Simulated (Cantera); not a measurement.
Mixture: CH₄ : CO : O₂ : N₂ : H₂O = 1 : 0.07 : 0.925 : 2.41 : 0.17 (molar parts), equivalence ratio 2.2, at 6230 Torr, adiabatic and at constant pressure. Ignition delay is the time to a rise of 400 K.

Detailed kinetics in Cantera: GRI-Mech 3.0 (53 species, 325 reactions).

**Question.** What does this change do: CO 0.07 to 0.12 parts?

**Answer.** 
| quantity | before | after |
|---|---|---|
| delay at 1048 K | 72.2 ms | 85.5 ms |
| delay at 1198 K | 8.37 ms | 9.31 ms |
| delay at 1348 K | 1.38 ms | 1.47 ms |
| delay at 1498 K | 0.280 ms | 0.292 ms |
| delay at 1648 K | 67.0 µs | 68.6 µs |
| apparent activation energy between 1498 and 1648 K | 200 kJ/mol | 200 kJ/mol |

**Question.** What does this change do: H2O 0.17 to 0.47 parts?

**Answer.** 
| quantity | before | after |
|---|---|---|
| delay at 1048 K | 72.2 ms | 73.1 ms |
| delay at 1198 K | 8.37 ms | 8.82 ms |
| delay at 1348 K | 1.38 ms | 1.54 ms |
| delay at 1498 K | 0.280 ms | 0.321 ms |
| delay at 1648 K | 67.0 µs | 76.0 µs |
| apparent activation energy between 1498 and 1648 K | 200 kJ/mol | 200 kJ/mol |
